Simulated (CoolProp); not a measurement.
Values from CoolProp's reference Helmholtz-energy equation of state, Lemmon 2003. It is a pseudo-pure fit of the blend.

**Question.** For R407C, give the phase and the cv (kJ/(kg K)), Joule-Thomson coefficient (K/MPa), expansivity (1/kK), conductivity (mW/(m K)) at -11.85 °C and 0.837 MPa; 0.55 °C and 0.837 MPa.

**Answer.** 
- -11.85 °C and 0.837 MPa: liquid; cv 0.866, Joule-Thomson coefficient -0.168, expansivity 2.70, conductivity 101
- 0.55 °C and 0.837 MPa: liquid; cv 0.879, Joule-Thomson coefficient -0.101, expansivity 3.01, conductivity 95.1

Thermal conductivity comes from a separate model (Geller 2001).
